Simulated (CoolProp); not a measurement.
A simple Rankine cycle with n-pentane: condensing at 318.15 K, boiler at 1.23 MPa, turbine inlet 410.8 K, turbine efficiency 0.8, pump efficiency 0.8, no recuperator. Each further row changes one setting.

The numbers come from the reference Helmholtz-energy equation of state, Thol 2019 in CoolProp.

```json
[
 {"case": "as stated", "thermal efficiency (%)": "13.3", "net work (kJ/kg)": "65.9", "heat in (kJ/kg)": "495", "turbine exit temperature (K)": "359.9", "volume ratio over the turbine": "10.2"},
 {"case": "turbine inlet 430.8 K", "thermal efficiency (%)": "13.1", "net work (kJ/kg)": "71.6", "heat in (kJ/kg)": "546", "turbine exit temperature (K)": "382.3", "volume ratio over the turbine": "9.72"},
 {"case": "condensing temperature 310.15 K", "thermal efficiency (%)": "14.4", "net work (kJ/kg)": "74.1", "heat in (kJ/kg)": "514", "turbine exit temperature (K)": "355.1", "volume ratio over the turbine": "13.1"},
 {"case": "boiler pressure 0.861 MPa", "thermal efficiency (%)": "11.5", "net work (kJ/kg)": "58.9", "heat in (kJ/kg)": "511", "turbine exit temperature (K)": "371.5", "volume ratio over the turbine": "6.58"},
 {"case": "turbine efficiency 0.7", "thermal efficiency (%)": "11.6", "net work (kJ/kg)": "57.4", "heat in (kJ/kg)": "495", "turbine exit temperature (K)": "364.2", "volume ratio over the turbine": "10.3"}
]
```
